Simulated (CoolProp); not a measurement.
Vapour-liquid equilibrium of ethane (1) + n-pentane (2) at 214 kPa; x and y are mole fractions of (1).

Model: multi-fluid Helmholtz-energy mixture model, Bücker 2006 and Thol 2019; pair parameters Kunz 2012, in CoolProp.

Task: Give the bubble temperature and the first vapour's composition at x = 0.05, 0.35, 0.95. Is there an azeotrope?

Result: x = 0.05: 295.1 K, y = 0.714; x = 0.35: 224.2 K, y = 0.995; x = 0.95: 200.8 K, y = 1.000. No azeotrope shows between x = 0.05 and 0.95.

Pair parameters are fitted to limited data, so mixtures are less certain than the pure fluids. The gap from Raoult's law changes sign with composition, which may be real or a fault of the pair parameters; it wasn't checked against measurements.
